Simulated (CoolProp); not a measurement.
Vapour pressure (bar) of cyclopentane: the reference equation beside estimates from Tc = 238.6 °C, pc = 45.83 bar, ω = 0.202. Clausius-Clapeyron is anchored at 145.45 °C with a constant enthalpy of vaporisation of 20.98 kJ/mol.

The numbers come from the reference Helmholtz-energy equation of state, Gedanitz 2015 in CoolProp.

```tsv
T (°C)	reference	Lee-Kesler	Clausius-Clapeyron	Redlich-Kwong
97.55	3.931	3.947	4.947	5.317
109.55	5.191	5.228	6.124	6.838
121.55	6.731	6.794	7.483	8.642
133.45	8.571	8.663	9.023	10.74
145.45	10.78	10.90	10.78	13.18
157.45	13.38	13.54	12.75	15.98
169.45	16.42	16.61	14.95	19.15
181.45	19.95	20.18	17.37	22.72
193.35	23.99	24.24	20.01	26.68
205.35	28.67	28.95	22.92	31.11
217.35	34.05	34.33	26.08	36.00
```

Absolute difference from the reference over all 11 rows, mean and median: Lee-Kesler 1.0 and 1.0 %, Clausius-Clapeyron 13.4 and 12.9 %, Redlich-Kwong 19.8 and 19.4 %.
